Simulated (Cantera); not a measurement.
Ignition delay

Mixture: 10.1 % CH₄, 0.905 % CO, 18.7 % O₂, 70.3 % N₂, equivalence ratio 1.1, at 0.890 bar, adiabatic and at constant volume. Ignition delay is the time to a rise of 400 K.

Computed with Cantera and GRI-Mech 3.0 (53 species, 325 reactions).

```json
[
 {"T0 (K)": "1150", "delay (ms)": "116"},
 {"T0 (K)": "1225", "delay (ms)": "37.7"},
 {"T0 (K)": "1300", "delay (ms)": "13.3"},
 {"T0 (K)": "1375", "delay (ms)": "5.14"},
 {"T0 (K)": "1450", "delay (ms)": "2.16"}
]
```

The apparent activation energy between 1300 and 1450 K is 190 kJ/mol.
